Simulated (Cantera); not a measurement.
Input (Python, Cantera) and output of one run.

```python
import numpy as np
import cantera as ct

gas_names = """
    Cr CrN CrO CrO2 CrO3 H HNO HNO2 HNO3 HO2 H2 H2O H2O2 N NH NH2 NH3 NH2OH NO NO2 NO3 N2 N2H2 N2H4 N2O
    O OH O2 O3
""".split()
cond_names = """
    Cr(cr) Cr(L) CrN(s) Cr2N(s) Cr2O3(s) Cr2O3(L) H2O(s) H2O(L)
""".split()


# ... load() reads the species with a 1 bar reference pressure and builds the phases ...
atoms = {
    'Cr2O3': {'Cr': 2, 'O': 3},
    'H2': {'H': 2},
    'N2': {'N': 2},
}
top_T = {'CrN(s)': 1900, 'Cr2N(s)': 1900}  # K; cautious upper limits of use, not melting points


# ... equilibrate(T, P, feed) seeds the gas with the atoms and calls Mixture.equilibrate('TP', solver="vcs", rtol=1e-11, max_steps=5000) ...
results = []
P = 13332.2  # Pa
for T in [950, 1025, 1100, 1175, 1250, 1325, 1400, 1475, 1550, 1625]:
    for m in [5.9, 8, 11, 15, 20, 28, 38, 52]:
        feed = {'Cr2O3': 1, 'H2': 2800, 'N2': m}  # mol
        mix = equilibrate(T, P, feed)
        results.append((T, P, feed, dict(zip(mix.species_names, mix.species_moles))))

for T, P, feed, n in results:
    print(f"{T:7g} {feed['N2']:10.4g}  " + (" + ".join(c for c in cond_names if n.get(c, 0) > 1e-12) or "gas only"))
```

Result:

```
    950        5.9  Cr2N(s) + Cr2O3(s)
    950          8  CrN(s) + Cr2O3(s)
    950         11  CrN(s) + Cr2O3(s)
    950         15  CrN(s) + Cr2O3(s)
    950         20  CrN(s) + Cr2O3(s)
    950         28  CrN(s) + Cr2O3(s)
    950         38  CrN(s) + Cr2O3(s)
    950         52  CrN(s) + Cr2O3(s)
   1025        5.9  Cr2N(s) + Cr2O3(s)
   1025          8  Cr2N(s) + Cr2O3(s)
   1025         11  Cr2N(s) + Cr2O3(s)
   1025         15  Cr2N(s) + Cr2O3(s)
   1025         20  Cr2N(s) + Cr2O3(s)
   1025         28  Cr2N(s) + Cr2O3(s)
   1025         38  Cr2N(s) + Cr2O3(s)
   1025         52  CrN(s) + Cr2O3(s)
   1100        5.9  Cr2N(s) + Cr2O3(s)
   1100          8  Cr2N(s) + Cr2O3(s)
   1100         11  Cr2N(s) + Cr2O3(s)
   1100         15  Cr2N(s) + Cr2O3(s)
   1100         20  Cr2N(s) + Cr2O3(s)
   1100         28  Cr2N(s) + Cr2O3(s)
   1100         38  Cr2N(s) + Cr2O3(s)
   1100         52  Cr2N(s) + Cr2O3(s)
   1175        5.9  Cr(cr) + Cr2O3(s)
   1175          8  Cr2N(s) + Cr2O3(s)
   1175         11  Cr2N(s) + Cr2O3(s)
   1175         15  Cr2N(s) + Cr2O3(s)
   1175         20  Cr2N(s) + Cr2O3(s)
   1175         28  Cr2N(s) + Cr2O3(s)
   1175         38  Cr2N(s) + Cr2O3(s)
   1175         52  Cr2N(s) + Cr2O3(s)
   1250        5.9  Cr(cr) + Cr2O3(s)
   1250          8  Cr(cr) + Cr2O3(s)
   1250         11  Cr(cr) + Cr2O3(s)
   1250         15  Cr(cr) + Cr2O3(s)
   1250         20  Cr(cr) + Cr2O3(s)
   1250         28  Cr2N(s) + Cr2O3(s)
   1250         38  Cr2N(s) + Cr2O3(s)
   1250         52  Cr2N(s) + Cr2O3(s)
   1325        5.9  Cr(cr) + Cr2O3(s)
   1325          8  Cr(cr) + Cr2O3(s)
   1325         11  Cr(cr) + Cr2O3(s)
   1325         15  Cr(cr) + Cr2O3(s)
   1325         20  Cr(cr) + Cr2O3(s)
   1325         28  Cr(cr) + Cr2O3(s)
   1325         38  Cr(cr) + Cr2O3(s)
   1325         52  Cr(cr) + Cr2O3(s)
   1400        5.9  Cr(cr) + Cr2O3(s)
   1400          8  Cr(cr) + Cr2O3(s)
   1400         11  Cr(cr) + Cr2O3(s)
   1400         15  Cr(cr) + Cr2O3(s)
   1400         20  Cr(cr) + Cr2O3(s)
   1400         28  Cr(cr) + Cr2O3(s)
   1400         38  Cr(cr) + Cr2O3(s)
   1400         52  Cr(cr) + Cr2O3(s)
   1475        5.9  Cr(cr) + Cr2O3(s)
   1475          8  Cr(cr) + Cr2O3(s)
   1475         11  Cr(cr) + Cr2O3(s)
   1475         15  Cr(cr) + Cr2O3(s)
   1475         20  Cr(cr) + Cr2O3(s)
   1475         28  Cr(cr) + Cr2O3(s)
   1475         38  Cr(cr) + Cr2O3(s)
   1475         52  Cr(cr) + Cr2O3(s)
   1550        5.9  Cr(cr)
   1550          8  Cr(cr)
   1550         11  Cr(cr)
   1550         15  Cr(cr)
   1550         20  Cr(cr)
   1550         28  Cr(cr)
   1550         38  Cr(cr)
   1550         52  Cr(cr)
   1625        5.9  Cr(cr)
   1625          8  Cr(cr)
   1625         11  Cr(cr)
   1625         15  Cr(cr)
   1625         20  Cr(cr)
   1625         28  Cr(cr)
   1625         38  Cr(cr)
   1625         52  Cr(cr)
```

These are equilibrium values from Cantera (NASA tables, ideal gas, pure condensed phases), not measurements of a reactor. Mutual solubility and eutectic melting of coexisting phases are not modelled.
